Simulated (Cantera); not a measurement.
Charge: 1 mol SiCl4, 2 mol H2, 1.5 mol Cl2, at 1.00 bar.

Equilibrium computed with Cantera from the NASA thermochemical tables; the gas is ideal and each condensed phase is pure. Candidate condensed phases: Si; 19 gas species. The tables' values for SiCl3 are old estimates; treat these amounts as uncertain. The numbers say what is thermodynamically allowed, not how fast it happens. All values below are at 1200 °C.

Base state: HCl 0.678, SiCl4 0.207, H2 0.101, SiCl3 0.00954, SiHCl3 0.00290, SiCl2 0.00151, Cl 2.18e-5 (mole fractions); condensed: gas only.

### Question
What changes in the equilibrium state with this change: H2 from 2 to 0.7 mol?

### Answer
```csv
species,before,after
HCl,0.678,0.432
SiCl4,0.207,0.309
Cl2,2.03e-7,0.235
H2,0.101,3.54e-8
Cl,2.18e-5,0.0236
SiHCl3,0.00290,2.38e-9
SiCl2,0.00151,1.94e-9
SiCl3,0.00954,1.32e-5
```
